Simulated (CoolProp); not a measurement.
Computed with CoolProp (reference Helmholtz-energy equation of state, Lemmon 2004). It is a short technical equation, of lower accuracy than the large ones.

For n-dodecane, give the phase and the Joule-Thomson coefficient (K/MPa), isothermal compressibility (1/MPa), expansivity (1/kK), viscosity (µPa s) at 300.65 °C and 12.4 bar.


- 300.65 °C and 12.4 bar: liquid; Joule-Thomson coefficient 0.288, isothermal compressibility 0.0150, expansivity 2.59, viscosity 103

Viscosity comes from a separate model (Huber 2004).
